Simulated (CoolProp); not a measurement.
Values from CoolProp's reference Helmholtz-energy equation of state, Thol 2017.

**Question.** For octamethyltrisiloxane (MDM), give the phase and the density (kg/m³), cp (kJ/(kg K)) at 301.85 °C and 2.4 bar.

**Answer.** 
- 301.85 °C and 2.4 bar: gas; density 12.6, cp 2.11
